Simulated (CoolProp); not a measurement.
Vapour-liquid equilibrium of cyclohexane (1) + p-xylene (2) at 84.35 °C; x and y are mole fractions of (1).

The numbers come from the multi-fluid Helmholtz-energy mixture model, Zhou 2014 and Zhou 2012; pair parameters Bell 2016 in CoolProp.

Q: Give the bubble pressure and the first vapour's composition at x = 0.2, 0.275, 0.575. Is there an azeotrope?

A: x = 0.2: 0.04263 MPa, y = 0.644; x = 0.275: 0.05050 MPa, y = 0.723; x = 0.575: 0.07764 MPa, y = 0.883. No azeotrope shows between x = 0.05 and 0.95.

Pair parameters are fitted to limited data, so mixtures are less certain than the pure fluids.
